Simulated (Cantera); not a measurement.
Abatement and gas-phase synthesis: HCl + H2O + H2

Charge: 1 mol HCl, 8.1 mol H2O, 0.087 mol H2, held at 1648.15 K.

Method: chemical equilibrium by Gibbs-energy minimisation in Cantera with the NASA 1993 tables (ideal gas, pure condensed phases). Candidate condensed phases: H2O; 14 gas species. The ideal-gas law is rough above about 30 bar. Equilibrium is a limit: real reactors are often held back by kinetics, nucleation or transport.

```json
[
 {"P (Pa)": "10", "log p H2O": "-4.06", "log p HCl": "-4.99", "log p H2": "-5.73", "log p Cl": "-6.28"},
 {"P (Pa)": "120", "log p H2O": "-2.98", "log p HCl": "-3.89", "log p H2": "-4.84", "log p Cl": "-5.63"},
 {"P (Pa)": "1400", "log p H2O": "-1.91", "log p HCl": "-2.82", "log p H2": "-3.85", "log p Cl": "-5.05"},
 {"P (Pa)": "17000", "log p H2O": "-0.82", "log p HCl": "-1.73", "log p H2": "-2.79", "log p Cl": "-4.50"},
 {"P (Pa)": "210000", "log p H2O": "0.27", "log p HCl": "-0.64", "log p H2": "-1.70", "log p Cl": "-3.95"},
 {"P (Pa)": "2500000", "log p H2O": "1.34", "log p HCl": "0.43", "log p H2": "-0.63", "log p Cl": "-3.41"},
 {"P (Pa)": "30000000", "log p H2O": "2.42", "log p HCl": "1.51", "log p H2": "0.45", "log p Cl": "-2.87"}
]
```
log p: log10 of the partial pressure in bar; nothing condenses.

From 10.0 Pa to 300 bar nothing is condensed.
